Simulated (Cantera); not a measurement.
An isothermal plug-flow reactor at 725 K and 1.10 bar (inlet), inlet velocity 0.35 m/s, active area per volume 180 1/m; feed CO : O2 : N2 = 0.016 : 0.027 : 0.79 (molar parts).

Cantera simulation using Deutschmann's 1995 Pt surface mechanism with GRI-Mech 3.0 gas chemistry; the numbers are that mechanism's predictions, not measurements. Catalytic surfaces can have several steady states; this one follows from the mechanism file's or the stated starting coverage. Mass transfer to the wall is taken as infinitely fast.

Question: What does this change do: O2 0.027 to 0.064 parts?

Answer: 
```tsv
quantity	before	after
x(CO) at z = 0.016 m	0.000919	0.00148
x(O2) at z = 0.016 m	0.0235	0.0657
x(H2O) at z = 0.016 m	<1e-12	<1e-12
x(CO2) at z = 0.016 m	0.0185	0.0171
θ(free Pt) at the exit	0.0362	0.0176
θ(O*) at the exit	0.963	0.982
```
